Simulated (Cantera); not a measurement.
An isothermal plug-flow reactor at 725 K and 0.276 atm (inlet), inlet velocity 0.19 m/s, active area per volume 280 1/m; feed 2.39 % H₂, 1.91 % O₂, 94.3 % N₂, 1.43 % H₂O, equivalence ratio 0.62.

Detailed kinetics in Cantera: Deutschmann's 1995 Pt surface mechanism with GRI-Mech 3.0 gas chemistry. Catalytic surfaces can have several steady states; this one follows from the mechanism file's or the stated starting coverage. Mass transfer to the wall is taken as infinitely fast.

x: gas mole fraction; θ: surface coverage.

```tsv
z (m)	x H₂	x O₂	x H₂O	θ free Pt	θ O*	θ OH*
5.6e-05	?	0.00948	0.0341	0.868	0.126	0.00594
0.00011	?	0.00787	0.0374	0.293	0.699	0.00773
0.00021	?	0.00750	0.0381	0.134	0.861	0.00581
0.00041	?	0.00734	0.0385	0.0823	0.913	0.00471
0.00078	?	0.00727	0.0386	0.0664	0.929	0.00428
0.0015	?	0.00725	0.0386	0.0620	0.934	0.00414
0.0029	?	0.00725	0.0386	0.0615	0.934	0.00413
0.0056	2.82e-11	0.00725	0.0386	0.0615	0.934	0.00413
```

Fill in the missing entries.


- 5.6e-05, x H₂: 0.00450
- 0.00011, x H₂: 0.00126
- 0.00021, x H₂: 0.000502
- 0.00041, x H₂: 0.000190
- 0.00078, x H₂: 5.21e-5
- 0.0015, x H₂: 5.71e-6
- 0.0029, x H₂: 8.75e-8
